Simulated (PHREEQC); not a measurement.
Solution (25 °C): 0.0046 mol TMAH, 0.12 mol K2SO4 and 0.0007 mol CO2 per kg of water. Closed to the air; pH follows from the charge balance.

Computed with PHREEQC (ion-association model, phreeqc.dat).

No solid was allowed to form.

**Question.** Estimate the pH.

**Answer.** pH 11.33.

**Question.** In which forms is S present?

**Answer.** SO4-2 74 %, KSO4- 26 % of the S.

(CH3)4N+ isn't in the database: it is added as a free cation with an ion size of 4 Å.
